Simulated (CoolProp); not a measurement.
Vapour-liquid equilibrium of propane (1) + toluene (2) at 0.464 bar; x and y are mole fractions of (1).

The numbers come from the multi-fluid Helmholtz-energy mixture model, Lemmon 2009 and Lemmon 2006; pair parameters Bell 2016 in CoolProp.

| x | bubble temperature (K) | y at the bubble point | dew temperature at overall composition x (K) | liquid density (mol/L) |
|---|---|---|---|---|
| 0.05 | 271.8 | 0.982 | 356.8 | 9.751 |
| 0.2 | 232.9 | 0.999 | 351.8 | 10.59 |
| 0.35 | 224.3 | 1.000 | 345.9 | 11.16 |
| 0.5 | 221.0 | 1.000 | 338.8 | 11.71 |
| 0.65 | 219.3 | 1.000 | 329.8 | 12.25 |
| 0.8 | 217.8 | 1.000 | 316.7 | 12.81 |
| 0.95 | 215.7 | 1.000 | 289.1 | 13.39 |

No azeotrope shows between x = 0.05 and 0.95.

Pair parameters are fitted to limited data, so mixtures are less certain than the pure fluids. With so large a gap from Raoult's law the liquid may split in two, which this calculation doesn't test in full.
